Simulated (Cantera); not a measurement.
A Cantera script and its output.

```python
import numpy as np
import cantera as ct

gas = ct.Solution("h2o2.yaml")
gas.TPX = 975, 100000, {'H2': 1.7, 'O2': 1, 'N2': 5.5}
reactor = ct.IdealGasConstPressureReactor(gas, energy="off", clone=False)
net = ct.ReactorNet([reactor])
net.rtol, net.atol = 1e-08, 1e-18
show = ['H2', 'O2', 'H', 'H2O', 'H2O2', 'O']
times = np.geomspace(4e-05, 2, 15)

steps = ct.SolutionArray(gas, extra=["t"])
rows = []
print(f"{'t/s':>10s}{'T/K':>9s}{'P/Pa':>11s}" + "".join(f"{s:>11s}" for s in show))
for t in times:
    while net.time < t:
        t_next = net.step()
        steps.append(gas.state, t=t_next)
    rows.append([np.interp(t, steps.t, y) for y in (steps.T, steps.P, *steps(*show).X.T)])
    print(f"{t:10.3e}{rows[-1][0]:9.1f}{rows[-1][1]:11.4g}" + "".join(f"{x:11.3e}" for x in rows[-1][2:]))
rate = np.gradient(steps.T, steps.t)
print("integrator steps:", len(steps.t))
if steps.T.max() > steps.T[0] + 200:
    print(f"time of steepest temperature rise: {steps.t[rate.argmax()]:.4e} s")
gas.TPX = 975, 100000, {'H2': 1.7, 'O2': 1, 'N2': 5.5}
gas.equilibrate("TP")
print(f"equilibrium (TP): T = {gas.T:.1f} K  " + "  ".join(f"{s} {gas[s].X[0]:.3e}" for s in show))
```

Output:

```
       t/s      T/K       P/Pa         H2         O2          H        H2O       H2O2          O
 4.000e-05    975.0      1e+05  2.073e-01  1.220e-01  3.836e-10  7.798e-10  1.917e-12  4.642e-11
 8.664e-05    975.0      1e+05  2.073e-01  1.220e-01  1.201e-09  4.810e-09  1.677e-11  1.494e-10
 1.876e-04    975.0      1e+05  2.073e-01  1.220e-01  6.590e-09  4.341e-08  2.258e-10  8.283e-10
 4.064e-04    975.0      1e+05  2.073e-01  1.219e-01  1.634e-07  1.311e-06  9.267e-09  2.056e-08
 8.803e-04    975.0      1e+05  1.340e-01  8.631e-02  2.664e-03  7.975e-02  3.831e-06  3.480e-04
 1.907e-03    975.0      1e+05  9.337e-02  6.608e-02  3.803e-07  1.270e-01  6.830e-05  5.793e-08
 4.130e-03    975.0      1e+05  9.322e-02  6.600e-02  4.342e-07  1.272e-01  9.107e-05  6.604e-08
 8.944e-03    975.0      1e+05  9.276e-02  6.575e-02  6.486e-07  1.277e-01  1.333e-04  9.844e-08
 1.937e-02    975.0      1e+05  9.103e-02  6.485e-02  1.127e-06  1.295e-01  2.244e-04  1.705e-07
 4.196e-02    975.0      1e+05  8.511e-02  6.191e-02  1.478e-06  1.361e-01  2.954e-04  2.262e-07
 9.088e-02    975.0      1e+05  7.244e-02  5.572e-02  1.288e-06  1.502e-01  2.638e-04  2.064e-07
 1.968e-01    975.0      1e+05  5.266e-02  4.608e-02  9.540e-07  1.724e-01  1.914e-04  1.699e-07
 4.263e-01    975.0      1e+05  2.837e-02  3.423e-02  5.850e-07  1.995e-01  1.051e-04  1.341e-07
 9.234e-01    975.0      1e+05  8.202e-03  2.439e-02  2.218e-07  2.221e-01  3.532e-05  9.462e-08
 2.000e+00    975.0      1e+05  8.932e-04  2.084e-02  1.946e-08  2.303e-01  3.341e-06  2.035e-08
integrator steps: 1607
equilibrium (TP): T = 975.0 K  H2 6.633e-11  O2 2.041e-02  H 9.377e-15  H2O 2.313e-01  H2O2 6.702e-11  O 1.037e-11
```

Detailed kinetics in Cantera: the H2/O2 subset of GRI-Mech 3.0, which has no nitrogen chemistry. The temperature is held fixed by assumption; the heat of reaction is taken as removed at once.
